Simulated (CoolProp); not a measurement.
Vapour-liquid equilibrium of methane (1) + ethane (2) at -119.75 °C; x and y are mole fractions of (1).

Values from CoolProp's multi-fluid Helmholtz-energy mixture model, Setzmann 1991 and Bücker 2006; pair parameters Kunz 2012.

**Question.** Give the bubble pressure and the first vapour's composition at x = 0.275, 0.35, 0.725. Is there an azeotrope?

**Answer.** x = 0.275: 380.5 kPa, y = 0.970; x = 0.35: 469.0 kPa, y = 0.977; x = 0.725: 872.6 kPa, y = 0.992. No azeotrope shows between x = 0.05 and 0.95.

The pair parameters rest on a limited set of measurements; away from them the model extrapolates. The gap from Raoult's law changes sign with composition, which may be real or a fault of the pair parameters; it wasn't checked against measurements.
